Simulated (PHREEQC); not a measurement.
## Hard or scaling water

Make-up at 25 °C and 300 atm: 0.0042 mmol/kgw Ca(HCO3)2 and 0.035 mmol/kgw NaF. Closed to the air; pH follows from the charge balance.

Equilibrium calculation in PHREEQC: ion-association model, phreeqc.dat.

This is a speciation only: nothing precipitates in the calculation.

Problem. Predict the pH.

Solution. pH 7.50.

Problem. In which forms is C present?

Solution. HCO3- 95 %, CO2 4.8 % of the C.

Under pressure, the constants of complexes without a molar volume in the database are unreliable.
